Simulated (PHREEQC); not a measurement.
Consider water at 66 °C with 0.047 mol HNO3, 0.013 mol ZnSO4 and 0.25 mol CuCl2 per kg of water. It is in equilibrium with CO2 at log p = -2 (atm). Otherwise closed; pH follows from the charge balance.

Computed with PHREEQC (ion-association model, wateq4f.dat).

The ionic strength comes out as 0.517 mol/kgw. What activity coefficients do HSO4-, Zn+2, ZnCl3-, ZnCl4-2, SO4-2 get?

HSO4- 0.64, Zn+2 0.22, ZnCl3- 0.63, ZnCl4-2 0.19, SO4-2 0.18.

This is a speciation only: nothing precipitates in the calculation. Species that the database lacks are ignored. At this temperature some constants are extrapolated from 25 °C, and those without enthalpy data are left unchanged.
